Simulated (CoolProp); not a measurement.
Vapour-liquid equilibrium of ethane (1) + n-pentane (2) at 0.977 bar; x and y are mole fractions of (1).

Model: multi-fluid Helmholtz-energy mixture model, Bücker 2006 and Thol 2019; pair parameters Kunz 2012, in CoolProp.

```
x     bubble temperature (K)  y at the bubble point  dew temperature at overall composition x (K)  liquid density (mol/L)
----  ----------------------  ---------------------  --------------------------------------------  ----------------------
0.05                       ?                  0.857                                             ?                   9.296
0.2                        ?                  0.993                                         301.7                   10.62
0.35                   203.0                  0.998                                         296.1                   11.67
0.5                    195.9                  0.999                                         289.3                   12.79
0.65                   191.3                  1.000                                         280.8                   14.06
0.8                    187.8                  1.000                                         268.5                   15.56
0.95                   184.9                  1.000                                         243.0                   17.40
```

Question: Some entries are withheld; supply them.

Answer: 
- 0.05, bubble temperature (K): 261.7
- 0.05, dew temperature at overall composition x (K): 306.6
- 0.2, bubble temperature (K): 216.6

No azeotrope shows between x = 0.05 and 0.95.

Pair parameters are fitted to limited data, so mixtures are less certain than the pure fluids. The gap from Raoult's law changes sign with composition, which may be real or a fault of the pair parameters; it wasn't checked against measurements.
